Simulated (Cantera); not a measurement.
Mixture: H2 : O2 : N2 = 1 : 0.617 : 2.32 (molar parts), equivalence ratio 0.81, at 100000 Pa, adiabatic and at constant volume. Ignition delay is the time to a rise of 400 K.

Detailed kinetics in Cantera: the H2/O2 subset of GRI-Mech 3.0, which has no nitrogen chemistry.

What does this change do: pressure from 100000 Pa to 3700000 Pa?


```
quantity           before     after
---------------  --------  --------
delay at 950 K    8.09 ms   14.0 ms
delay at 1050 K  0.138 ms   1.58 ms
delay at 1150 K   60.2 µs  0.253 ms
delay at 1250 K   35.1 µs   49.1 µs
delay at 1350 K   23.7 µs   9.63 µs
delay at 1450 K   17.9 µs   1.57 µs
```
The hydrogen kinetics of GRI-Mech 3.0 are dated; newer H2 mechanisms differ, most at raised pressure. The pressure lies above the range GRI-Mech 3.0 was tuned for (to about 10 atm).

What does this change do: H2 1 to 0.6 parts?


| quantity | before | after |
|---|---|---|
| delay at 950 K | 8.09 ms | 8.00 ms |
| delay at 1050 K | 0.138 ms | 0.143 ms |
| delay at 1150 K | 60.2 µs | 64.0 µs |
| delay at 1250 K | 35.1 µs | 38.5 µs |
| delay at 1350 K | 23.7 µs | 27.1 µs |
| delay at 1450 K | 17.9 µs | 21.6 µs |
